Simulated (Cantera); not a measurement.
## Thermodynamics of chlorosilane synthesis and conversion, feed Si + Cl2 + H2

Input: 1 mol Si, 0.81 mol Cl2, 11 mol H2, at 52000 Pa.

Equilibrium computed with Cantera from the NASA thermochemical tables; the gas is ideal and each condensed phase is pure. Candidate condensed phases: Si; 19 gas species. The tables' values for SiCl3 are old estimates; treat these amounts as uncertain. Equilibrium is a limit: real reactors are often held back by kinetics, nucleation or transport.

From 1325 K to 1650 K the condensed part is Si(s). The main Si-bearing gas is SiCl2 throughout.

```
T (K)  log p H2  log p HCl  log p SiCl2  log p SiCl4  log p SiHCl3  log p SiCl3  n Si(s)
-----  --------  ---------  -----------  -----------  ------------  -----------  -------
1325      -0.32      -1.53        -2.30        -2.39         -2.48        -2.71    0.670
1350      -0.32      -1.50        -2.23        -2.47         -2.54        -2.70    0.674
1375      -0.33      -1.47        -2.16        -2.57         -2.61        -2.70    0.677
1400      -0.33      -1.45        -2.11        -2.67         -2.69        -2.70    0.679
1425      -0.33      -1.44        -2.06        -2.78         -2.78        -2.72    0.681
1450      -0.33      -1.42        -2.02        -2.89         -2.87        -2.74    0.681
1475      -0.33      -1.41        -1.99        -3.02         -2.96        -2.77    0.681
1500      -0.33      -1.40        -1.97        -3.15         -3.06        -2.81    0.681
1525      -0.33      -1.40        -1.95        -3.28         -3.16        -2.85    0.680
1550      -0.33      -1.39        -1.93        -3.41         -3.26        -2.89    0.679
1575      -0.33      -1.39        -1.91        -3.54         -3.36        -2.94    0.678
1600      -0.33      -1.39        -1.90        -3.68         -3.46        -2.98    0.677
1625      -0.33      -1.38        -1.89        -3.81         -3.57        -3.03    0.675
1650      -0.33      -1.38        -1.88        -3.94         -3.66        -3.08    0.674
```
log p: log10 of the partial pressure in bar; n: condensed amount in mol.
